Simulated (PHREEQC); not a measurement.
Synthetic water in mg/L, 75 °C, pH 6.78, pe 10.5: Na 0.644; K 0.157; Ca 1.77; Mg 0.0762; Cl 2.15; S(6) as SO4 0.36; Alkalinity as HCO3 3.32; O(0) (dissolved oxygen) 0.000642; Cu(2) 0.132; Li 9.79e-05.

Valence states are taken as typed.

Model: ion-association model, wateq4f.dat, run in PHREEQC.

This is a speciation only: nothing precipitates in the calculation.

### Question
Order these C species by the share of C that they hold, largest first: CO2, HCO3-, CuCO3.

### Answer
HCO3- (74 %), CO2 (25 %), CuCO3 (0.16 %)

### Question
Order these Cu species by the share of Cu that they hold, largest first: Cu(OH)2, Cu+2, Cu2(OH)2+2, CuOH+, CuCO3.

### Answer
Cu+2 (47 %), Cu(OH)2 (34 %), Cu2(OH)2+2 (9.7 %), CuCO3 (5.4 %), CuOH+ (2.7 %)

The pH is 6.78 and the ionic strength 0.000177 mol/kgw. The solution is supersaturated, for example in Cu(OH)2, Malachite, so a real one may precipitate; this is no full list. Species that the database lacks are ignored. Constants without temperature data keep their 25 °C values here. The database's constant for dissolved Cu(OH)2 is higher than later reviews accept.
